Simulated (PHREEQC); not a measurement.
A solution holds 0.15 mol FeCl3, 0.037 mol HCl and 0.0073 mol Na2SO4 per kg of water, at 25 °C. Closed to the air; pH follows from the charge balance.

Equilibrium calculation in PHREEQC: ion-association model, phreeqc.dat.

```
quantity                  before    after
------------------------  ------  -------
pH                          1.51     2.82
ionic strength (mol/kgw)   0.535  0.00705
Cl- (mol/kgw)              0.350  0.00484
```

Q: Which change was made?
A) diluted 100-fold with water
B) diluted 2-fold with water
C) FeCl3 left out
D) Na2SO4 from 0.0073 to 0.00146 mol/kgw
E) diluted 5-fold with water

A: A, diluted 100-fold with water

Precipitation was switched off in this run. Some of these states are supersaturated (in Hematite (slow to form), Goethite (slow to form), for instance).
